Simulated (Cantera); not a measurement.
Gas-phase reforming

An isothermal, constant-pressure homogeneous reactor starts with 54.3 % CH₄, 20.1 % H₂O, 25.5 % H₂, at 1650 K and 13300 Pa.

Detailed kinetics in Cantera: GRI-Mech 3.0 (53 species, 325 reactions). GRI-Mech 3.0 stops at C3 and has no aromatics, soot or wall deposition, so with more carbon than oxygen in the feed, carbon stays in small species such as C2H2 where larger ones or solid carbon would form.

```csv
t (s),x CH₄,x H₂O,x H₂,x HO₂,x CH₂,x C₂H₄
2.00e-5,0.543,0.201,0.255,<1e-12,1.32e-10,3.93e-9
5.73e-5,0.543,0.201,0.255,<1e-12,1.13e-9,1.15e-7
0.000164,0.543,0.201,0.256,<1e-12,8.93e-9,2.88e-6
0.000470,0.542,0.201,0.256,<1e-12,5.63e-8,6.09e-5
0.00135,0.538,0.201,0.258,<1e-12,2.10e-7,0.000875
0.00385,0.518,0.199,0.272,<1e-12,3.70e-7,0.00560
0.0110,0.457,0.191,0.321,<1e-12,3.45e-7,0.00958
0.0316,0.341,0.175,0.416,<1e-12,2.77e-7,0.00574
0.0906,0.200,0.155,0.533,<1e-12,2.02e-7,0.00245
0.259,0.0875,0.134,0.628,<1e-12,1.36e-7,0.00127
0.743,0.0346,0.111,0.683,<1e-12,8.58e-8,0.00106
2.13,0.0202,0.0738,0.720,<1e-12,5.35e-8,0.000952
6.10,0.0130,0.0307,0.755,<1e-12,2.82e-8,0.000816
17.5,0.00711,0.00436,0.778,<1e-12,1.23e-8,0.000729
50.0,0.00556,2.73e-5,0.782,<1e-12,8.91e-9,0.000717
```
x: mole fraction; the columns are a selection and need not sum to one.

Equilibrium at this temperature and pressure: CH₄ 0.00555, H₂O 1.49e-7, H₂ 0.782, HO₂ <1e-12, CH₂ 8.89e-9, C₂H₄ 0.000716 (gas phase only).
